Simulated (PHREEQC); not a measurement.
Synthetic water in mg/kgw, 25 °C, pH 3.18, pe 12: Na 46.5; K 0.372; Ca 124; Mg 17.6; Cl 41; S(6) as SO4 467; Sr 11.8.

Valence states are taken as typed.

Model: ion-association model, phreeqc.dat, run in PHREEQC.

Precipitation was switched off in this run.

### Question
Predict the ionic strength.

### Answer
ionic strength 0.0159 mol/kgw.

### Question
In which forms is Sr present?

### Answer
Sr+2 78 %, SrSO4 22 % of the Sr.
